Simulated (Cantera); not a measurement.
Adiabatic ignition

An adiabatic, constant-pressure homogeneous reactor starts with CH4 : H2 : O2 : N2 : H2O = 1 : 0.5 : 3.81 : 15.6 : 3.6 (molar parts), equivalence ratio 0.59, at 1700 K and 101000 Pa.

Detailed kinetics in Cantera: GRI-Mech 3.0 (53 species, 325 reactions).

```json
[
 {"t (s)": "2.00e-6", "T (K)": "1700", "x CH4": "0.0408", "x H2": "0.0204", "x O2": "0.155", "x C2H": "<1e-12", "x OH": "5.57e-7", "x HO2": "9.04e-7"},
 {"t (s)": "4.85e-6", "T (K)": "1700", "x CH4": "0.0408", "x H2": "0.0204", "x O2": "0.155", "x C2H": "<1e-12", "x OH": "1.13e-6", "x HO2": "2.00e-6"},
 {"t (s)": "1.18e-5", "T (K)": "1700", "x CH4": "0.0407", "x H2": "0.0204", "x O2": "0.155", "x C2H": "<1e-12", "x OH": "2.80e-6", "x HO2": "3.96e-6"},
 {"t (s)": "2.85e-5", "T (K)": "1700", "x CH4": "0.0405", "x H2": "0.0203", "x O2": "0.155", "x C2H": "<1e-12", "x OH": "1.25e-5", "x HO2": "7.78e-6"},
 {"t (s)": "6.91e-5", "T (K)": "1730", "x CH4": "0.0331", "x H2": "0.0205", "x O2": "0.150", "x C2H": "1.78e-9", "x OH": "0.000263", "x HO2": "0.000104"},
 {"t (s)": "0.000168", "T (K)": "2332", "x CH4": "<1e-12", "x H2": "0.0105", "x O2": "0.0653", "x C2H": "<1e-12", "x OH": "0.0200", "x HO2": "8.43e-6"},
 {"t (s)": "0.000406", "T (K)": "2464", "x CH4": "<1e-12", "x H2": "0.00536", "x O2": "0.0634", "x C2H": "<1e-12", "x OH": "0.0157", "x HO2": "8.17e-6"},
 {"t (s)": "0.000985", "T (K)": "2475", "x CH4": "<1e-12", "x H2": "0.00493", "x O2": "0.0631", "x C2H": "<1e-12", "x OH": "0.0152", "x HO2": "8.36e-6"},
 {"t (s)": "0.00239", "T (K)": "2474", "x CH4": "<1e-12", "x H2": "0.00492", "x O2": "0.0628", "x C2H": "<1e-12", "x OH": "0.0151", "x HO2": "8.30e-6"},
 {"t (s)": "0.00579", "T (K)": "2472", "x CH4": "<1e-12", "x H2": "0.00490", "x O2": "0.0620", "x C2H": "<1e-12", "x OH": "0.0150", "x HO2": "8.18e-6"},
 {"t (s)": "0.0140", "T (K)": "2468", "x CH4": "<1e-12", "x H2": "0.00486", "x O2": "0.0606", "x C2H": "<1e-12", "x OH": "0.0147", "x HO2": "7.96e-6"},
 {"t (s)": "0.0340", "T (K)": "2463", "x CH4": "<1e-12", "x H2": "0.00482", "x O2": "0.0590", "x C2H": "<1e-12", "x OH": "0.0144", "x HO2": "7.72e-6"},
 {"t (s)": "0.0825", "T (K)": "2462", "x CH4": "<1e-12", "x H2": "0.00481", "x O2": "0.0585", "x C2H": "<1e-12", "x OH": "0.0143", "x HO2": "7.64e-6"},
 {"t (s)": "0.200", "T (K)": "2462", "x CH4": "<1e-12", "x H2": "0.00481", "x O2": "0.0585", "x C2H": "<1e-12", "x OH": "0.0143", "x HO2": "7.64e-6"}
]
```
x: mole fraction; the columns are a selection and need not sum to one.

* **time of steepest temperature rise**: 89.1 µs
* **temperature at 0.200 s**: 2462 K
* **equilibrium temperature**: 2462 K
* **x(CH4) at 0.200 s**: <1e-12 (gas-phase equilibrium <1e-12)
* **x(H2) at 0.200 s**: 0.00481 (gas-phase equilibrium 0.00481)
* **x(O2) at 0.200 s**: 0.0585 (gas-phase equilibrium 0.0585)
